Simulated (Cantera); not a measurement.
Input: 1 mol PbO, 0.59 mol CO, 5.7 mol N2, equilibrated at 2000 °C and 7.70 bar.

These are equilibrium values from Cantera (NASA tables, ideal gas, pure condensed phases), not measurements of a reactor. Gases not in the tables: (PbO)n polymers. Equilibrium is a limit: real reactors are often held back by kinetics, nucleation or transport.

| species | before | after |
|---|---|---|
| Pb | 0.0792 | 0.265 |
| CO2 | 0.0745 | 0.263 |
| N2 | 0.779 | 0.235 |
| PbO | 0.0574 | 0.212 |
| CO | 0.00623 | 0.0200 |
| Pb2 | 0.000146 | 0.00164 |
| NO | 0.00136 | 0.000822 |
| O2 | 0.00178 | 0.00216 |
| O | 6.44e-5 | 7.10e-5 |
Gas species are given as mole fractions.

Q: Which change was made?
A. CO from 0.59 to 20 mol
B. pressure from 7.70 bar to 0.0130 bar
C. N2 from 5.7 to 0.49 mol
D. pressure from 7.70 bar to 0.00130 bar

A: C, N2 from 5.7 to 0.49 mol
